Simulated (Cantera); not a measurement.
An adiabatic, constant-pressure homogeneous reactor starts with CH4 : C2H6 : O2 : N2 : H2O = 1 : 0.27 : 1.47 : 5.54 : 1.7 (molar parts), at 1050 K and 3000 Torr.

Model: GRI-Mech 3.0 (53 species, 325 reactions), integrated in Cantera.

Question: Predict: time of steepest temperature rise; temperature at 2.00 s; equilibrium temperature; x(CH4) at 2.00 s; x(O2) at 2.00 s; x(H2) at 2.00 s; x(HCN) at 2.00 s.

Answer: 
```
Item                                                                 Value
---------------------------------  ---------------------------------------
time of steepest temperature rise                                  13.9 ms
temperature at 2.00 s                                               1988 K
equilibrium temperature                                             1988 K
x(CH4) at 2.00 s                   1.17e-9 (gas-phase equilibrium 1.33e-9)
x(O2) at 2.00 s                    4.05e-8 (gas-phase equilibrium 4.05e-8)
x(H2) at 2.00 s                        0.155 (gas-phase equilibrium 0.155)
x(HCN) at 2.00 s                   1.74e-7 (gas-phase equilibrium 1.58e-7)
```
